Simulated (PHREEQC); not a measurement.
Solution (80 °C and 100 atm): 0.13 mol KOH and 0.26 mol Al(NO3)3 per kg of water. Closed to the air; pH follows from the charge balance.

Model: ion-association model, phreeqc.dat, run in PHREEQC.

This is a speciation only: nothing precipitates in the calculation.

Question: What pH, density, ionic strength does the model give?

Answer: pH 3.77; density 1.019 g/cm³; ionic strength 1.33 mol/kgw.

Question: In which forms is Al present?

Answer: Al+3 60 %, AlOH+2 30 %, Al(OH)2+ 10.0 % of the Al.

The solution is supersaturated, for example in Gibbsite (slow to form), so a real one may precipitate; this is no full list. The ionic strength is past about 0.7 mol/kgw, beyond the range of this activity model, so the values are rough. Species that the database lacks are ignored. Under pressure, the constants of complexes without a molar volume in the database are unreliable. At this temperature some constants are extrapolated from 25 °C, and those without enthalpy data are left unchanged.
